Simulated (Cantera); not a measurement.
Input: 1 mol AlN, 1.1 mol Cl2, 9.4 mol H2, at 1498.15 K and 10.0 mbar.

Method: chemical equilibrium by Gibbs-energy minimisation in Cantera with the NASA 1993 tables (ideal gas, pure condensed phases). Candidate condensed phases: Al, AlCl3, AlN, NH4Cl; 20 gas species. The tables' values for AlCl2 are old estimates; treat these amounts as uncertain. The numbers say what is thermodynamically allowed, not how fast it happens.

Base state: H2 0.838, HCl 0.0625, N2 0.0332, AlCl3 0.0323, AlCl 0.0242, AlCl2 0.00998, H 0.000158 (mole fractions); condensed: AlN(s).

**Question.** What changes in the equilibrium state with this change: Cl2 from 1.1 to 43 mol?

**Answer.** 
```csv
species,before,after
Cl2,<1e-9,0.341
Cl,9.48e-6,0.337
HCl,0.0625,0.298
H2,0.838,1.51e-8
AlCl,0.0242,<1e-9
N2,0.0332,0.00793
AlCl3,0.0323,0.0159
AlCl2,0.00998,1.38e-7
H,0.000158,2.12e-8
"AlN(s), mol",0.282,0
```
